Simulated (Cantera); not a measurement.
A perfectly stirred reactor is fed with 6.93 % CH3OH, 19.6 % O2, 73.5 % N2, equivalence ratio 0.53, at 1.80 bar; it is adiabatic with a 650 K inlet, and is followed from long to short residence time, starting on the burning branch (τ in s: 0.02, 0.011, 0.0058, 0.0031, 0.0016, 0.00087, 0.00047, 0.00025, 0.00013, 7e-05).

Computed with Cantera and GRI-Mech 3.0 (53 species, 325 reactions). GRI-Mech 3.0 was tuned for natural gas; its chemistry of methanol as a main component is partial and can be far from experiment.

Q: Predict: blow-out, bracketed by the residence times tried; x(CH3OH) at τ = 20.0 ms; x(O2) at τ = 20.0 ms; x(NO) at τ = 20.0 ms; x(CH3OH) at τ = 0.870 ms; x(O2) at τ = 0.870 ms; x(HCN) at τ = 0.870 ms; x(NO) at τ = 0.870 ms.

A: 
```
Property                                                                        Result
------------------------------------------------  ------------------------------------
blow-out, bracketed by the residence times tried  burning at 0.250 ms, out at 0.130 ms
x(CH3OH) at τ = 20.0 ms                                                        6.59e-6
x(O2) at τ = 20.0 ms                                                            0.0889
x(NO) at τ = 20.0 ms                                                           1.97e-5
x(CH3OH) at τ = 0.870 ms                                                       5.51e-5
x(O2) at τ = 0.870 ms                                                           0.0904
x(HCN) at τ = 0.870 ms                                                         1.28e-9
x(NO) at τ = 0.870 ms                                                          6.24e-6
```
